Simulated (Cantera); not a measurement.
Titanium nitride, carbide and oxide coatings: Ti + CH₄

Input: 1 mol Ti, a varied amount of CH₄, at 2198 K and 0.728 Torr.

Cantera equilibrium calculation (NASA polynomials, part measured and part estimated; ideal gas, pure solids and liquids). Candidate condensed phases: C, C₆H₆, C₇H₈, C₈H₁₈, Ti, TiC; 77 gas species. Mutual solubility and eutectic melting of coexisting phases are not modelled. TiC: taken at fixed stoichiometry. Condensed phases not in the tables: N, O or C dissolved in the metal. Kinetics and transport are ignored.

```json
[
 {"n(CH₄) (mol)": "0.32", "log p H₂": "-3.15", "log p H": "-3.83", "log p Ti": "-3.98", "log p C₂H₂ (acetylene)": "-13.00", "log p C₂H": "<-15", "log p C₃": "<-15", "log p C₄H₂": "<-15", "log p C": "-12.46", "n Ti(l)": "0.595", "n TiC(s)": "0.320", "n C(graphite)": "0"},
 {"n(CH₄) (mol)": "0.4", "log p H₂": "-3.15", "log p H": "-3.83", "log p Ti": "-3.98", "log p C₂H₂ (acetylene)": "-13.00", "log p C₂H": "<-15", "log p C₃": "<-15", "log p C₄H₂": "<-15", "log p C": "-12.46", "n Ti(l)": "0.493", "n TiC(s)": "0.400", "n C(graphite)": "0"},
 {"n(CH₄) (mol)": "0.5", "log p H₂": "-3.15", "log p H": "-3.83", "log p Ti": "-3.98", "log p C₂H₂ (acetylene)": "-13.00", "log p C₂H": "<-15", "log p C₃": "<-15", "log p C₄H₂": "<-15", "log p C": "-12.46", "n Ti(l)": "0.367", "n TiC(s)": "0.500", "n C(graphite)": "0"},
 {"n(CH₄) (mol)": "0.63", "log p H₂": "-3.15", "log p H": "-3.83", "log p Ti": "-3.98", "log p C₂H₂ (acetylene)": "-13.00", "log p C₂H": "<-15", "log p C₃": "<-15", "log p C₄H₂": "<-15", "log p C": "-12.46", "n Ti(l)": "0.202", "n TiC(s)": "0.630", "n C(graphite)": "0"},
 {"n(CH₄) (mol)": "0.79", "log p H₂": "-3.15", "log p H": "-3.83", "log p Ti": "-3.98", "log p C₂H₂ (acetylene)": "-13.00", "log p C₂H": "<-15", "log p C₃": "<-15", "log p C₄H₂": "<-15", "log p C": "-12.46", "n Ti(l)": "0", "n TiC(s)": "0.790", "n C(graphite)": "0"},
 {"n(CH₄) (mol)": "1", "log p H₂": "-3.09", "log p H": "-3.80", "log p Ti": "-6.86", "log p C₂H₂ (acetylene)": "-7.17", "log p C₂H": "-9.34", "log p C₃": "-10.86", "log p C₄H₂": "-11.64", "log p C": "-9.57", "n Ti(l)": "0", "n TiC(s)": "1.000", "n C(graphite)": "0"},
 {"n(CH₄) (mol)": "1.3", "log p H₂": "-3.09", "log p H": "-3.80", "log p Ti": "-7.61", "log p C₂H₂ (acetylene)": "-5.69", "log p C₂H": "-7.86", "log p C₃": "-8.63", "log p C₄H₂": "-8.67", "log p C": "-8.83", "n Ti(l)": "0", "n TiC(s)": "1.000", "n C(graphite)": "0.288"},
 {"n(CH₄) (mol)": "1.6", "log p H₂": "-3.09", "log p H": "-3.80", "log p Ti": "-7.61", "log p C₂H₂ (acetylene)": "-5.69", "log p C₂H": "-7.86", "log p C₃": "-8.63", "log p C₄H₂": "-8.67", "log p C": "-8.83", "n Ti(l)": "0", "n TiC(s)": "1.000", "n C(graphite)": "0.585"},
 {"n(CH₄) (mol)": "2", "log p H₂": "-3.09", "log p H": "-3.80", "log p Ti": "-7.61", "log p C₂H₂ (acetylene)": "-5.69", "log p C₂H": "-7.86", "log p C₃": "-8.63", "log p C₄H₂": "-8.67", "log p C": "-8.83", "n Ti(l)": "0", "n TiC(s)": "1.000", "n C(graphite)": "0.981"},
 {"n(CH₄) (mol)": "2.5", "log p H₂": "-3.09", "log p H": "-3.80", "log p Ti": "-7.61", "log p C₂H₂ (acetylene)": "-5.69", "log p C₂H": "-7.86", "log p C₃": "-8.63", "log p C₄H₂": "-8.67", "log p C": "-8.83", "n Ti(l)": "0", "n TiC(s)": "1.000", "n C(graphite)": "1.48"},
 {"n(CH₄) (mol)": "3.2", "log p H₂": "-3.09", "log p H": "-3.80", "log p Ti": "-7.61", "log p C₂H₂ (acetylene)": "-5.69", "log p C₂H": "-7.86", "log p C₃": "-8.63", "log p C₄H₂": "-8.67", "log p C": "-8.83", "n Ti(l)": "0", "n TiC(s)": "1.000", "n C(graphite)": "2.17"},
 {"n(CH₄) (mol)": "4", "log p H₂": "-3.09", "log p H": "-3.80", "log p Ti": "-7.61", "log p C₂H₂ (acetylene)": "-5.69", "log p C₂H": "-7.86", "log p C₃": "-8.63", "log p C₄H₂": "-8.67", "log p C": "-8.83", "n Ti(l)": "0", "n TiC(s)": "1.000", "n C(graphite)": "2.96"},
 {"n(CH₄) (mol)": "5", "log p H₂": "-3.09", "log p H": "-3.80", "log p Ti": "-7.61", "log p C₂H₂ (acetylene)": "-5.69", "log p C₂H": "-7.86", "log p C₃": "-8.63", "log p C₄H₂": "-8.67", "log p C": "-8.83", "n Ti(l)": "0", "n TiC(s)": "1.000", "n C(graphite)": "3.95"}
]
```
log p: log10 of the partial pressure in bar; n: condensed amount in mol.

From 0.32 mol CH₄ to 0.63 mol CH₄ the condensed part is Ti(l) + TiC(s). From 0.79 mol CH₄ to 1 mol CH₄ the condensed part is TiC(s). From 1.3 mol CH₄ to 5 mol CH₄ the condensed part is C(graphite) + TiC(s). The main Ti-bearing gas is Ti throughout.
